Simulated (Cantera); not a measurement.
Charge: 1 mol SiCl₄, 0.96 mol O₂, at 10.0 mbar.

Equilibrium computed with Cantera from the NASA thermochemical tables; the gas is ideal and each condensed phase is pure. Candidate condensed phases: Si, SiO₂; 15 gas species. Rates play no part.

At 948 K, list the 3 most abundant gas species with their mole fractions, and the condensed phases.

Cl₂ 0.978, SiCl₄ 0.0204, Cl 0.00169. Condensed: SiO₂(β-quartz).
